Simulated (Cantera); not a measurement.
Input (Python, Cantera):

```python
import numpy as np
import cantera as ct

gas = ct.Solution("gri30.yaml")
gas.TPX = 1400, 170, {'C3H8': 1, 'H2': 6.2}
inlet = ct.Reservoir(gas, clone=True)

reactor = ct.IdealGasConstPressureReactor(gas, energy="off", clone=False)
exhaust = ct.Reservoir(gas, clone=True)
tau = [1.6, 0.41, 0.11, 0.028, 0.0073, 0.0019, 0.0005][0]
for a, b in ((inlet, reactor), (reactor, exhaust)):
    ct.MassFlowController(a, b, mdot=lambda t: reactor.mass / tau)
net = ct.ReactorNet([reactor])
show = ['C3H8', 'H2', 'CH2', 'C2H6', 'C2H4', 'CH4', 'C2H']

rows = []
print(f"{'tau/s':>10s}{'T/K':>9s}" + "".join(f"{s:>11s}" for s in show))
for tau in [1.6, 0.41, 0.11, 0.028, 0.0073, 0.0019, 0.0005]:
    net.initial_time = 0.0
    net.advance(30 * tau)
    before = gas.X
    net.advance(40 * tau)
    drift = np.max(np.abs(gas.X - before) / (gas.X + 1e-9))
    rows.append([gas.T, *gas[show].X, drift])
    print(f"{tau:10.3e}{gas.T:9.1f}" + "".join(f"{x:11.3e}" for x in gas[show].X))
```

Result:

```
     tau/s      T/K       C3H8         H2        CH2       C2H6       C2H4        CH4        C2H
 1.600e+00   1400.0  6.270e-04  7.837e-01  3.963e-07  8.264e-05  1.419e-02  1.017e-01  6.668e-08
 4.100e-01   1400.0  2.072e-03  7.733e-01  6.395e-07  1.559e-04  3.345e-02  1.126e-01  6.462e-08
 1.100e-01   1400.0  6.333e-03  7.675e-01  1.069e-06  2.969e-04  6.002e-02  1.144e-01  5.046e-08
 2.800e-02   1400.0  1.954e-02  7.713e-01  1.902e-06  6.244e-04  7.882e-02  1.025e-01  2.471e-08
 7.300e-03   1400.0  5.929e-02  7.995e-01  2.625e-06  1.033e-03  6.217e-02  6.326e-02  3.400e-09
 1.900e-03   1400.0  1.187e-01  8.453e-01  1.327e-06  4.588e-04  1.545e-02  1.266e-02  3.398e-11
 5.000e-04   1400.0  1.361e-01  8.589e-01  1.263e-07  9.380e-05  1.691e-03  8.972e-04  7.463e-14
```

Computed with Cantera and GRI-Mech 3.0 (53 species, 325 reactions). GRI-Mech 3.0 was tuned for natural gas; its chemistry of propane as a main component is partial and can be far from experiment. GRI-Mech 3.0 stops at C3 and has no aromatics, soot or wall deposition, so with more carbon than oxygen in the feed, carbon stays in small species such as C2H2 where larger ones or solid carbon would form. Radical loss at walls, strong at low pressure, is not modelled.
